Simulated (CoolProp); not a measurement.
The fluid at 444.71 K and 1.23 MPa expands adiabatically to 0.528 MPa with isentropic efficiency 0.85. The same conditions are run with several fluids, on thermodynamics alone (safety and materials aside).

Model: reference Helmholtz-energy equation of state of each fluid (R142b: Lemmon 2006; hydrogen chloride: Thol 2018; ammonia: Gao 2020; R365MFC: Lemmon 2016; isobutane: Bücker 2006), in CoolProp.

Question: Rank R142b, hydrogen chloride, ammonia, R365MFC, isobutane by work (kJ/kg), highest first.

Answer: ammonia (139), hydrogen chloride (63.4), isobutane (41.4), R142b (23.9), R365MFC (15.4)

```tsv
fluid	final temperature (K)	final density (kg/m³)
R142b	416.3	16.0
hydrogen chloride	362.3	6.50
ammonia	380.6	2.91
R365MFC	425.5	24.0
isobutane	422.0	9.16
```
